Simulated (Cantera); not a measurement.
An adiabatic, constant-volume homogeneous reactor starts with 15.5 % H2, 17.7 % O2, 66.8 % N2, equivalence ratio 0.44, at 1675 K and 1580 Torr.

Detailed kinetics in Cantera: the H2/O2 subset of GRI-Mech 3.0, which has no nitrogen chemistry. The hydrogen kinetics of GRI-Mech 3.0 are dated; newer H2 mechanisms differ, most at raised pressure.

**Question.** Predict: time of steepest temperature rise; temperature at 1.00 s; equilibrium temperature; x(H2) at 1.00 s; x(O2) at 1.00 s; x(H2O) at 1.00 s; x(OH) at 1.00 s; x(HO2) at 1.00 s; x(H) at 1.00 s; x(O) at 1.00 s.

**Answer.** 
```
Item                                                                 Value
---------------------------------  ---------------------------------------
time of steepest temperature rise                                  4.34 µs
temperature at 1.00 s                                               2752 K
equilibrium temperature                                             2752 K
x(H2) at 1.00 s                    0.00474 (gas-phase equilibrium 0.00474)
x(O2) at 1.00 s                        0.100 (gas-phase equilibrium 0.100)
x(H2O) at 1.00 s                       0.148 (gas-phase equilibrium 0.148)
x(OH) at 1.00 s                      0.0224 (gas-phase equilibrium 0.0224)
x(HO2) at 1.00 s                   2.43e-5 (gas-phase equilibrium 2.43e-5)
x(H) at 1.00 s                     0.00267 (gas-phase equilibrium 0.00267)
x(O) at 1.00 s                     0.00795 (gas-phase equilibrium 0.00795)
```
